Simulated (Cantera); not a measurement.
Charge: 1 mol CH3SiCl3, 0.72 mol C2H4, 46 mol H2, equilibrated at 2450 K and 0.950 bar.

These are equilibrium values from Cantera (NASA tables, ideal gas, pure condensed phases), not measurements of a reactor. Candidate condensed phases: C, C6H6, C7H8, C8H18, Si, SiC; 109 gas species. The feed counts by its element totals alone. The tables' values for SiCl are old estimates; treat these amounts as uncertain. Gases not in the tables: Si2H6 and higher silanes. Equilibrium is a limit: real reactors are often held back by kinetics, nucleation or transport.

Base state: H2 0.913, HCl 0.0555, H 0.0197, C2H2 (acetylene) 0.00797, SiCl2 0.00110, Cl 0.000850, Si 0.000725, SiCl 0.000207 (mole fractions); condensed: C(graphite) + SiC(s).

Task: What changes in the equilibrium state with this change: temperature from 2450 K to 2250 K?

Result: 
```tsv
species	before	after
H2	0.913	0.931
HCl	0.0555	0.0573
H	0.0197	0.00735
C2H2 (acetylene)	0.00797	0.00312
SiCl2	0.00110	0.000806
SiC2	0.000162	8.98e-6
Si2C	9.09e-5	5.38e-6
C2H	1.11e-5	9.76e-7
Si	0.000725	7.76e-5
C4H2	2.86e-5	4.26e-6
C(graphite), mol	0.728	1.16
SiC(s), mol	0.860	0.948
```

Task: What changes in the equilibrium state with this change: C2H4 from 0.72 to 0.1 mol?

Result: 
```tsv
species	before	after
H2	0.913	0.916
HCl	0.0555	0.0558
H	0.0197	0.0197
C2H2 (acetylene)	0.00797	0.00371
SiCl2	0.00110	0.00163
C4H2	2.86e-5	6.18e-6
C2H	1.11e-5	5.14e-6
C(graphite), mol	0.728	0
SiC(s), mol	0.860	0.804
```
